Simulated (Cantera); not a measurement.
A closed system holds: 1 mol Fe2O3, 0.055 mol H2S, 2.4 mol CO2, 0.11 mol SO2, 1.5 mol H2O, at 0.0210 bar.

These are equilibrium values from Cantera (NASA tables, ideal gas, pure condensed phases), not measurements of a reactor. Candidate condensed phases: C, C6H6, C7H8, C8H18, Fe, Fe(CO)5, FeO, Fe(OH)2, Fe(OH)3, FeS, FeSO4, FeS2, Fe2O3, Fe2(SO4)3, Fe3O4, H2O, H2SO4, S; 127 gas species. Mutual solubility and eutectic melting of coexisting phases are not modelled. The numbers say what is thermodynamically allowed, not how fast it happens.

Question: Which condensed phases are stable at each of these points (T (°C)): 552, 702, 852, 1002, 1152, 1302, 1452?

Answer: 
```tsv
T (°C)	condensed phases	Fe condensed (%)
552	Fe2O3(s) + Fe3O4(s)	100.0
702	Fe2O3(s) + Fe3O4(s)	100.0
852	Fe2O3(s) + Fe3O4(s)	100.0
1002	Fe2O3(s) + Fe3O4(s)	100.0
1152	Fe3O4(s)	100.0
1302	Fe3O4(s)	100.0
1452	Fe3O4(s)	100.0
```

From 552 °C to 1002 °C the condensed part is Fe2O3(s) + Fe3O4(s). From 1152 °C to 1452 °C the condensed part is Fe3O4(s).
